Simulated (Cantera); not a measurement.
Charge: 1 mol CsOH, 0.34 mol H2, 5.8 mol H2O, at 2148 K and 0.00200 bar.

These are equilibrium values from Cantera (NASA tables, ideal gas, pure condensed phases), not measurements of a reactor. Kinetics and transport are ignored.

```tsv
species	before	after
H2O	0.707	0.817
CsOH	0.0351	0.132
H2	0.0724	0.0435
Cs	0.0891	0.00788
O2	0.0319	<1e-9
OH	0.0315	4.37e-7
H	0.0251	2.25e-6
O	0.00770	<1e-9
CsO	0.000109	1.35e-9
```
Gas species are given as mole fractions.

Question: Name the change that produced these shifts.
A) temperature from 2148 K to 1250 K
B) pressure from 0.00200 bar to 0.000660 bar
C) pressure from 0.00200 bar to 1.00 bar
D) temperature from 2148 K to 1923 K

Answer: A, temperature from 2148 K to 1250 K
